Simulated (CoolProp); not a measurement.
Properties of sulfur hexafluoride along the isobar 0.101 MPa (Tc = 318.7 K, pc = 3.755 MPa, ω = 0.210).

The numbers come from the reference Helmholtz-energy equation of state, Guder 2009 in CoolProp.

| T (K) | phase | density (kg/m³) | cp (kJ/(kg K)) | speed of sound (m/s) | viscosity (µPa s) | fugacity coefficient |
|---|---|---|---|---|---|---|
| 257 | gas | 7.033 | [?] | 125.3 | 13.3 | 0.9820 |
| 264.3 | gas | 6.827 | [?] | 127.1 | 13.7 | 0.9835 |
| 271.7 | gas | 6.632 | 0.6253 | 128.9 | 14.0 | 0.9849 |
| 279.1 | gas | 6.447 | 0.6379 | [?] | [?] | 0.9862 |
| 286.5 | gas | 6.273 | 0.6502 | 132.3 | 14.7 | 0.9873 |
| 293.9 | gas | 6.109 | 0.6622 | 134.0 | 15.0 | 0.9883 |
| 301.2 | gas | 5.956 | 0.6737 | 135.7 | 15.4 | 0.9892 |
| 308.6 | gas | 5.808 | [?] | 137.3 | 15.7 | 0.9900 |
| 316 | gas | 5.667 | 0.6961 | 138.9 | 16.0 | 0.9908 |
| 323.4 | gas | 5.534 | 0.7068 | [?] | 16.4 | 0.9914 |
| 330.7 | gas | 5.408 | 0.7170 | 142.1 | 16.7 | 0.9920 |
| 338.1 | gas | 5.287 | 0.7270 | 143.6 | 17.0 | 0.9926 |

Q: Fill in the missing entries.

A: 
- 257, cp (kJ/(kg K)): 0.5994
- 264.3, cp (kJ/(kg K)): 0.6124
- 279.1, speed of sound (m/s): 130.6
- 279.1, viscosity (µPa s): 14.3
- 308.6, cp (kJ/(kg K)): 0.6851
- 323.4, speed of sound (m/s): 140.5

Viscosity comes from a separate model (Quiñones-Cisneros 2012).
